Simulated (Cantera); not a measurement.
**Thermodynamics of titanium nitride, carbide and oxide coatings, feed TiCl₄ + H₂O + H₂**

Feed: 1 mol TiCl₄, 13 mol H₂O, 4.4 mol H₂, held at 1575 K.

These are equilibrium values from Cantera (NASA tables, ideal gas, pure condensed phases), not measurements of a reactor. Candidate condensed phases: H₂O, Ti, TiCl₂, TiCl₃, TiCl₄, TiO, TiO₂, Ti₂O₃, Ti₃O₅, Ti₄O₇; 23 gas species. Gases not in the tables: TiO(OH)₂. Equilibrium is a limit: real reactors are often held back by kinetics, nucleation or transport.

From 10.0 Pa to 1.00 bar the condensed part is TiO₂(rutile).

```csv
P (Pa),x H₂O,x H₂,x HCl,x H,x Cl,n TiO₂(rutile)
10,0.566,0.226,0.204,0.00198,0.00142,1.000
32,0.566,0.226,0.205,0.00111,0.000796,1.000
100,0.567,0.227,0.206,0.000626,0.000451,1.00
320,0.567,0.227,0.206,0.000350,0.000252,1.00
1000,0.567,0.227,0.206,0.000198,0.000143,1.00
3200,0.567,0.227,0.206,0.000111,7.99e-5,1.00
10000,0.567,0.227,0.206,6.26e-5,4.52e-5,1.00
32000,0.567,0.227,0.206,3.50e-5,2.53e-5,1.00
100000,0.567,0.227,0.206,1.98e-5,1.43e-5,1.00
```
x: gas mole fraction; n: condensed amount in mol.
